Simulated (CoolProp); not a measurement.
Vapour-liquid equilibrium of m-xylene (1) + o-xylene (2) at 352.7 K; x and y are mole fractions of (1).

The numbers come from the multi-fluid Helmholtz-energy mixture model, Zhou 2012 and Zhou 2012; pair parameters Bell 2016 in CoolProp.

```csv
x,"bubble pressure, mixture model (MPa)","bubble pressure, Raoult's law (MPa)","y, mixture model","y, Raoult's law"
0.05,0.01256,0.01258,?,0.059
0.125,0.01273,0.01275,0.145,0.146
0.2,0.01291,0.01293,0.229,0.230
0.275,0.01309,0.01311,0.312,0.311
0.35,?,0.01329,0.392,0.391
0.425,0.01347,0.01347,?,0.468
0.5,0.01366,0.01365,0.546,0.544
0.575,?,0.01383,0.619,0.617
0.65,?,0.01401,0.690,0.689
0.725,0.01422,0.01419,0.759,0.759
0.8,0.01440,0.01437,0.826,0.827
0.875,?,0.01455,0.892,0.893
0.95,0.01474,0.01473,0.957,0.958
```

**Question.** What belongs in the gaps?

**Answer.** 
- 0.05, y, mixture model: 0.058
- 0.35, bubble pressure, mixture model (MPa): 0.01328
- 0.425, y, mixture model: 0.470
- 0.575, bubble pressure, mixture model (MPa): 0.01385
- 0.65, bubble pressure, mixture model (MPa): 0.01403
- 0.875, bubble pressure, mixture model (MPa): 0.01457

The largest gap from Raoult's law is +0.2 % in bubble pressure, at x = 0.725. No azeotrope shows between x = 0.05 and 0.95.

The pair parameters rest on a limited set of measurements; away from them the model extrapolates.
